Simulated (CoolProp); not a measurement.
R1132(E) along the isotherm 383.8 K: fugacity coefficient from the reference equation and from simpler models built on Tc = 348.8 K, pc = 5.174 MPa, ω = 0.245; each cubic takes its own stable root.

Computed with CoolProp (reference Helmholtz-energy equation of state, Akasaka 2024).

```csv
p (MPa),phase,reference,van der Waals,Soave-Redlich-Kwong,Peng-Robinson
0.0206,gas,0.9990,0.9991,0.9990,0.9989
0.0468,gas,0.9977,0.9979,0.9978,0.9975
0.106,gas,0.9949,0.9952,0.9950,0.9943
0.242,gas,0.9884,0.9890,0.9886,0.9870
0.551,gas,0.9736,0.9751,0.9740,0.9705
1.25,gas,?,?,0.9416,0.9338
2.86,gas,0.8661,?,0.8689,0.8530
6.5,supercritical,?,?,0.7135,0.6864
```

Q: What belongs in the gaps?

A: 
- 1.25, reference: 0.9406
- 1.25, van der Waals: 0.9436
- 2.86, van der Waals: 0.8717
- 6.5, reference: 0.7051
- 6.5, van der Waals: 0.7062
